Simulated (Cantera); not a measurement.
Feed: 1 mol TEOS, 1.8 mol NO, 13 mol N₂, held at 750 Torr.

Equilibrium computed with Cantera from the NASA thermochemical tables; the gas is ideal and each condensed phase is pure. Candidate condensed phases: C, C₆H₆, C₇H₈, C₈H₁₈, H₂O, Si, SiC, SiO₂, Si₂N₂O, Si₃N₄; 151 gas species. The feed counts by its element totals alone. The tables hold silica as quartz up to 1696 K and as liquid above; real silica turns to tridymite and cristobalite and melts near 1996 K. Rates play no part.

Problem. At 1175 K, list the 7 most abundant gas species with their mole fractions, and the condensed phases.

Solution. N₂ 0.504, H₂ 0.356, CO 0.135, CH₄ 0.00243, H₂O 0.00167, CO₂ 0.000495, NH₃ 3.25e-5. Condensed: C(graphite) + SiO₂(β-quartz).
